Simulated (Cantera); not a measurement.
Feed: 1 mol Si, 2 mol F2, 4 mol N2, equilibrated at 525 °C and 14.0 Pa.

Cantera equilibrium calculation (NASA polynomials, part measured and part estimated; ideal gas, pure solids and liquids). Candidate condensed phases: Si, Si3N4; 16 gas species. Equilibrium is a limit: real reactors are often held back by kinetics, nucleation or transport.

Base state: N2 0.800, SiF4 0.200 (mole fractions); condensed: gas only.

**Question.** What changes in the equilibrium state with this change: F2 from 2 to 1 mol?

**Answer.** 
```json
[
 {"species": "N2", "before": "0.800", "after": "0.880"},
 {"species": "SiF4", "before": "0.200", "after": "0.120"},
 {"species": "Si3N4(s), mol", "before": "0", "after": "0.167"}
]
```
N2 is the only nitrogen source here; it is nearly inert below about 1500 K, so the nitride shown seldom forms there in practice.
